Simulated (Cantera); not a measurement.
Input: 1 mol B, 0.055 mol H2O, equilibrated at 1750 °C and 1.00 bar.

Method: chemical equilibrium by Gibbs-energy minimisation in Cantera with the NASA 1993 tables (ideal gas, pure condensed phases). Candidate condensed phases: B, B2O3, B3O3H3, H2O; 23 gas species. Mutual solubility and eutectic melting of coexisting phases are not modelled. The tables' values for BH2 are old estimates; treat these amounts as uncertain. Gases not in the tables: B2H6 and higher boranes. Equilibrium is a limit: real reactors are often held back by kinetics, nucleation or transport.

Base state: H2 0.616, HBO 0.177, B2O2 0.133, B2O3 0.0530, HBO2 0.0103, BO 0.00607, B3O3H3 0.00288, H 0.00149 (mole fractions); condensed: B(s) + B2O3(l).

### Question
What changes in the equilibrium state with this change: B replaced by B2O3?

### Answer
```csv
species,before,after
HBO2,0.0103,0.476
H2O,0.000215,0.462
B2O3,0.0530,0.0530
H2,0.616,0.00426
B2O2,0.133,4.30e-7
HBO,0.177,2.64e-5
B3O3H3,0.00288,<1e-9
O2,<1e-9,0.00138
BH2,0.000328,<1e-9
(HBO2)3,5.29e-9,0.000526
B2O,9.45e-5,<1e-9
"B(s), mol",0.952,0
"B2O3(l), mol",0.00199,0.977
```
